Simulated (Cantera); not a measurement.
# C2H4 + CO2 + H2 (carbon deposition, reforming and gasification)

Input: 1 mol C2H4, 0.034 mol CO2, 18 mol H2, at 2598.15 K.

Method: chemical equilibrium by Gibbs-energy minimisation in Cantera with the NASA 1993 tables (ideal gas, pure condensed phases). Candidate condensed phases: C, C6H6, C7H8, C8H18, H2O; 110 gas species. The ideal-gas law is rough above about 30 bar. Equilibrium is a limit: real reactors are often held back by kinetics, nucleation or transport.

| P (Pa) | log p H2 | log p H | log p C2H2 (acetylene) | log p C3 | log p CH4 | n C(graphite) |
|---|---|---|---|---|---|---|
| 10 | -5.24 | -4.04 | -7.17 | -5.88 | -14.43 | 0 |
| 100 | -3.50 | -3.17 | -5.30 | -5.67 | -10.90 | 1.37 |
| 1000 | -2.17 | -2.51 | -3.97 | -5.67 | -8.23 | 1.40 |
| 10000 | -1.06 | -1.95 | -2.85 | -5.67 | -6.01 | 1.35 |
| 100000 | -0.02 | -1.43 | -1.82 | -5.67 | -3.94 | 1.33 |
| 1000000 | 0.99 | -0.93 | -0.81 | -5.67 | -1.92 | 1.29 |
| 10000000 | 1.98 | -0.43 | 0.19 | -5.67 | 0.08 | 1.05 |
log p: log10 of the partial pressure in bar; n: condensed amount in mol.

At 0.000100 bar nothing is condensed. From 0.00100 bar to 100 bar the condensed part is C(graphite). The main C-bearing gas is C3 at 0.000100 bar and C2H2 (acetylene) at 100 bar. The share of C in condensed phases is highest at 0.0100 bar (69.0 %) and lowest at 0.000100 bar (0.0 %).
